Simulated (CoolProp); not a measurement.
Computed with CoolProp (reference Helmholtz-energy equation of state, Platzer 1990). This equation is an older, rougher fit; its heat capacities, sound speeds and derivatives of the liquid may be far off and weren't checked against measurements.

### Question
For c-C4F8 (RC318), give the phase and the conductivity (mW/(m K)) at 425.5 K and 0.259 MPa; 425.5 K and 1.34 MPa; 425.5 K and 2.02 MPa.

### Answer
- 425.5 K and 0.259 MPa: gas; conductivity 21.0
- 425.5 K and 1.34 MPa: gas; conductivity 22.2
- 425.5 K and 2.02 MPa: gas; conductivity 23.5

Thermal conductivity comes from a separate model (Huber 2003), an estimate that may be off by 10 % or more.
